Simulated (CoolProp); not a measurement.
Computed with CoolProp (reference Helmholtz-energy equation of state, Leachman 2009).

For normal hydrogen, give the phase and the Z, speed of sound (m/s), Prandtl number at 27.1 K and 5.85 bar; 41.5 K and 5.85 bar; 55.9 K and 5.85 bar.


- 27.1 K and 5.85 bar: liquid; Z 0.0852, speed of sound 886, Prandtl number 1.29
- 41.5 K and 5.85 bar: gas; Z 0.916, speed of sound 520, Prandtl number 0.710
- 55.9 K and 5.85 bar: gas; Z 0.967, speed of sound 616, Prandtl number 0.678

Viscosity comes from a separate model (Muzny 2013). Thermal conductivity comes from a separate model (Assael 2011).
